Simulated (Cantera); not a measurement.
A freely propagating, adiabatic, planar premixed flame of H2 : O2 : N2 = 1 : 0.649 : 2.21 (molar parts), unburnt at 475 K and 260000 Pa; mixture-averaged transport, grid criteria slope 0.08 and curve 0.16, no radiation.

Detailed kinetics in Cantera: the H2/O2 subset of GRI-Mech 3.0, which has no nitrogen chemistry. The hydrogen kinetics of GRI-Mech 3.0 are dated; newer H2 mechanisms differ, most at raised pressure. Burning velocities carry a grid error of a few per cent, more on coarse grids.

x: mole fraction of selected species; z is measured from the peak of heat release.

| z (mm) | T (K) | u (m/s) | x H2 | x O2 | x O | x OH | x H2O | x H |
|---|---|---|---|---|---|---|---|---|
| -0.346 | 475 | 3.77 | 0.259 | 0.168 | <1e-8 | <1e-8 | <1e-8 | <1e-8 |
| -0.231 | 475 | 3.77 | 0.259 | 0.168 | <1e-8 | <1e-8 | 4.70e-8 | <1e-8 |
| -0.173 | 475 | 3.76 | 0.259 | 0.168 | <1e-8 | <1e-8 | 4.34e-7 | <1e-8 |
| -0.115 | 476 | 3.76 | 0.257 | 0.169 | ___ | <1e-8 | ___ | <1e-8 |
| -0.0577 | 518 | 4.00 | 0.238 | 0.172 | 5.39e-6 | 2.42e-5 | 0.00218 | 1.38e-5 |
| -0.0289 | 797 | 5.94 | 0.191 | 0.166 | 0.000258 | 0.000953 | 0.0302 | 0.00187 |
| 0 | 1246 | 9.02 | 0.116 | 0.133 | 0.00324 | 0.00316 | 0.108 | 0.0125 |
| 0.0289 | 1574 | 11.3 | 0.0547 | 0.0868 | 0.00842 | 0.00880 | 0.188 | 0.0219 |
| 0.0577 | 1757 | 12.5 | 0.0303 | 0.0638 | 0.0105 | 0.0134 | 0.225 | 0.0215 |
| 0.115 | 1939 | 13.7 | 0.0201 | 0.0531 | 0.00925 | 0.0163 | 0.246 | 0.0145 |
| 0.231 | 2097 | 14.7 | 0.0144 | 0.0491 | 0.00613 | 0.0161 | 0.260 | 0.00746 |
| 0.462 | 2215 | 15.4 | ___ | 0.0468 | ___ | ___ | 0.272 | ___ |
| 0.923 | 2288 | 15.9 | 0.00464 | 0.0458 | 0.00174 | 0.0106 | 0.281 | 0.00110 |

Task: Fill in the missing entries.

Result: 
- -0.115, x O: 3.97e-8
- -0.115, x H2O: 1.28e-5
- 0.462, x H2: 0.00883
- 0.462, x O: 0.00345
- 0.462, x OH: 0.0138
- 0.462, x H: 0.00311
